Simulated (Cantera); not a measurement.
A freely propagating, adiabatic, planar premixed flame of H2 : O2 : N2 = 1 : 0.217 : 0.717 (molar parts), unburnt at 650 K and 0.326 atm; mixture-averaged transport, grid criteria slope 0.08 and curve 0.16, no radiation.

Cantera simulation using the H2/O2 subset of GRI-Mech 3.0, which has no nitrogen chemistry; the numbers are that mechanism's predictions, not measurements. Burning velocities carry a grid error of a few per cent, more on coarse grids.

**Question.** How do the results move with these cheaper or finer settings: unity-Lewis-number transport; multicomponent transport; multicomponent+Soret transport; grid criteria slope 0.5, curve 1; grid criteria slope 0.25, curve 0.5; grid criteria slope 0.03, curve 0.06?

**Answer.** 
```csv
setting,laminar burning velocity,thermal thickness,peak x(H),peak x(OH),grid points
as above,955 cm/s,1.95 mm,0.125,0.00454,141
unity-Lewis-number transport,593 cm/s,1.72 mm,0.125,0.00452,131
multicomponent transport,928 cm/s,1.96 mm,0.125,0.00453,141
multicomponent+Soret transport,904 cm/s,1.94 mm,0.124,0.00454,142
"grid criteria slope 0.5, curve 1",1130 cm/s,3.30 mm,0.124,0.00464,46
"grid criteria slope 0.25, curve 0.5",1060 cm/s,2.34 mm,0.128,0.00492,78
"grid criteria slope 0.03, curve 0.06",939 cm/s,1.88 mm,0.126,0.00456,304
```
Unity Lewis numbers drop preferential diffusion, which matters most where H2 and H carry the flame; Soret adds thermal diffusion.
